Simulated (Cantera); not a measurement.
A perfectly stirred reactor is fed with 9.25 % CH4, 19.1 % O2, 71.7 % N2, at 825 Torr; it is adiabatic with a 423 K inlet, and is followed from long to short residence time, starting on the burning branch (τ in s: 0.49, 0.2, 0.084, 0.035, 0.015, 0.006, 0.0025, 0.001, 0.00044, 0.00018, 7.5e-05, 3.1e-05, 1.3e-05).

Cantera simulation using GRI-Mech 3.0 (53 species, 325 reactions); the numbers are that mechanism's predictions, not measurements.

Task: Predict: blow-out, bracketed by the residence times tried; x(CH4) at τ = 0.490 s; x(O2) at τ = 0.490 s; x(NO2) at τ = 0.490 s; x(H) at τ = 0.490 s; x(CH4) at τ = 2.50 ms; x(O2) at τ = 2.50 ms; x(C2H2) at τ = 2.50 ms; x(NO2) at τ = 2.50 ms; x(H) at τ = 2.50 ms.

Result: 
```
Quantity                                                                       Value
------------------------------------------------  ----------------------------------
blow-out, bracketed by the residence times tried  burning at 75.0 µs, out at 31.0 µs
x(CH4) at τ = 0.490 s                                                        6.43e-7
x(O2) at τ = 0.490 s                                                         0.00912
x(NO2) at τ = 0.490 s                                                        5.80e-7
x(H) at τ = 0.490 s                                                         0.000474
x(CH4) at τ = 2.50 ms                                                        4.85e-5
x(O2) at τ = 2.50 ms                                                          0.0169
x(C2H2) at τ = 2.50 ms                                                       2.29e-8
x(NO2) at τ = 2.50 ms                                                        4.59e-8
x(H) at τ = 2.50 ms                                                          0.00278
```
